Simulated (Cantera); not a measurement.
Charge: 1 mol Ta2O5, 9.3 mol CO, held at 2075 K and 0.510 Torr.

Cantera equilibrium calculation (NASA polynomials, part measured and part estimated; ideal gas, pure solids and liquids). Candidate condensed phases: C, Ta, TaC, Ta2O5; 15 gas species. Kinetics and transport are ignored.

Question: What is the equilibrium state?

Answer: 
```
Property                                    Value
--------------------------------------  ---------
x(CO)                                       0.995
x(TaO2)                                   0.00290
x(CO2)                                    0.00170
x(TaO)                                   0.000168
x(O)                                      7.06e-6
n(Ta2O5(l))                             0.986 mol
gas amount                              9.329 mol
log10 activity of Ta(s) (absent)            -1.31
log10 activity of TaC(s) (absent)           -2.92
log10 activity of C(graphite) (absent)      -5.14
```
